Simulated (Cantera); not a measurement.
# Stirred combustor or abatement burner

A perfectly stirred reactor is fed with CH₄ : O₂ : N₂ = 1 : 2.47 : 9.28 (molar parts), equivalence ratio 0.81, at 1000000 Pa; it is adiabatic with a 300 K inlet, and is followed from long to short residence time, starting on the burning branch (τ in s: 0.25, 0.089, 0.031, 0.011, 0.0039, 0.0014, 0.00048, 0.00017, 5.9e-05).

Model: GRI-Mech 3.0 (53 species, 325 reactions), integrated in Cantera.

```csv
τ (s),T (K),x CH₄,x O₂,x NO,x H₂,x NO₂
0.25,2025,6.88e-7,0.0364,0.000719,9.44e-5,1.59e-6
0.089,2025,1.87e-6,0.0366,0.000337,0.000102,7.65e-7
0.031,2024,5.04e-6,0.0367,0.000153,0.000120,3.71e-7
0.011,2022,1.24e-5,0.0368,8.01e-5,0.000166,2.20e-7
0.0039,2017,2.82e-5,0.0371,5.20e-5,0.000268,1.73e-7
0.0014,2006,6.00e-5,0.0376,4.08e-5,0.000472,1.62e-7
0.00048,1985,0.000131,0.0388,3.40e-5,0.000874,1.48e-7
0.00017,1945,0.000304,0.0413,2.65e-5,0.00157,1.16e-7
5.9e-5,1823,0.00134,0.0507,9.00e-6,0.00325,5.17e-8
```
x: mole fraction; the columns are a selection and need not sum to one.
